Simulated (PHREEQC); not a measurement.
Solution (55 °C): 0.015 mol/kgw HF, 0.001 mol/kgw NH4F, 0.0042 mol/kgw H2SiF6 and 0.016 mol/kgw H2SO4. Closed to the air; pH follows from the charge balance.

Equilibrium calculation in PHREEQC: ion-association model, phreeqc.dat.

Problem. The ionic strength comes out as 0.0370 mol/kgw. What activity coefficients do HF2-, NH4+, SiF6-2, HSO4-, H+ get?

Solution. HF2- 0.83, NH4+ 0.81, SiF6-2 0.48, HSO4- 0.83, H+ 0.86.

Precipitation was switched off in this run. Constants without temperature data keep their 25 °C values here. SiF6-2 is the database's only silicon fluoride.
